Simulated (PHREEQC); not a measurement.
PHREEQC input (ion-association model, wateq4f.dat):

```
SOLUTION_MASTER_SPECIES
  An  An-  0  An  62.0  # stands for a non-complexing anion
SOLUTION_SPECIES
  An- = An-
    -log_k 0
    -gamma 3.0 0
PHASES
  Fix_H+
    H+ = H+
    -log_k 0
SOLUTION 1
  temp 25
  units mmol/kgw
  pH 7 charge
  Na 1
  An 1
END
SELECTED_OUTPUT 1
  -reset false
  -pH true
  -pe true
  -ionic_strength true
  -water true
  -totals Na
  -molalities Hfo_wOH Hfo_wOH2+ Hfo_wO- Hfo_sOH Hfo_sOH2+ Hfo_sO-
USER_PUNCH 1
  -headings sigma psi
  10 PUNCH EDL("sigma", "Hfo"), EDL("psi", "Hfo")
PRINT
  -reset false
USE solution 1
SURFACE 1
  Hfo_wOH 0.000539326 600 0.24
  Hfo_sOH 1.34831e-05
EQUILIBRIUM_PHASES 1
  Fix_H+ -3 HAn 10
    -force_equality true
  O2(g) -0.68 10
END
# ... the last block is repeated for the other 16 points of pH, with NaOH or the acid as the point needs
```

Selected output (columns that matter, 17 of 17 rows; pH added in front):

```
pH	mu	Na	m_Hfo_wOH	m_Hfo_wOH2+	m_Hfo_wO-	m_Hfo_sOH	m_Hfo_sOH2+	m_Hfo_sO-	sigma	psi
3	0.002241	0.001	0.00016328	0.00037441	1.6313e-06	4.0821e-06	9.3602e-06	4.0783e-08	0.25604	0.23246
3.5	0.0014616	0.001	0.00026855	0.00026453	6.2455e-06	6.7137e-06	6.6133e-06	1.5614e-07	0.1774	0.22459
4	0.0011931	0.001	0.00033729	0.00018819	1.3849e-05	8.4322e-06	4.7047e-06	3.4622e-07	0.11975	0.20961
4.5	0.0010919	0.001	0.00037702	0.00013885	2.3451e-05	9.4255e-06	3.4713e-06	5.8628e-07	0.079264	0.19071
5	0.0010483	0.001	0.00039791	0.00010776	3.3661e-05	9.9477e-06	2.6939e-06	8.4151e-07	0.050893	0.16903
5.5	0.0010268	0.001	0.00040767	8.8774e-05	4.2887e-05	1.0192e-05	2.2193e-06	1.0722e-06	0.031518	0.14505
6	0.0010151	0.001	0.00041171	7.7518e-05	5.0095e-05	1.0293e-05	1.9379e-06	1.2524e-06	0.018835	0.11921
6.5	0.0010084	0.001	0.00041324	7.0944e-05	5.5143e-05	1.0331e-05	1.7736e-06	1.3786e-06	0.010853	0.092005
7	0.0010045	0.001	0.00041378	6.7079e-05	5.8472e-05	1.0344e-05	1.677e-06	1.4618e-06	0.0059117	0.063899
7.5	0.0010021	0.001	0.00041395	6.4691e-05	6.0682e-05	1.0349e-05	1.6173e-06	1.517e-06	0.0027536	0.035263
8	0.0010007	0.0010003	0.000414	6.2998e-05	6.2327e-05	1.035e-05	1.575e-06	1.5582e-06	0.00046124	0.0063695
8.5	0.0010045	0.0010058	0.00041398	6.1444e-05	6.3898e-05	1.035e-05	1.5361e-06	1.5975e-06	-0.0016862	-0.022568
9	0.0010137	0.0010169	0.00041388	5.9532e-05	6.5916e-05	1.0347e-05	1.4883e-06	1.6479e-06	-0.0043849	-0.05134
9.5	0.0010392	0.0010455	0.00041353	5.6698e-05	6.9096e-05	1.0338e-05	1.4174e-06	1.7274e-06	-0.0085159	-0.079686
10	0.0011156	0.0011271	0.00041244	5.2135e-05	7.4748e-05	1.0311e-05	1.3034e-06	1.8687e-06	-0.015532	-0.10718
10.5	0.0013512	0.0013725	0.00040881	4.4517e-05	8.6001e-05	1.022e-05	1.1129e-06	2.15e-06	-0.028493	-0.13292
11	0.0020942	0.002135	0.00039557	3.2105e-05	0.00011165	9.8892e-06	8.0263e-07	2.7913e-06	-0.054636	-0.15495
```

The oxide is taken as insoluble; below pH 4 it would dissolve.
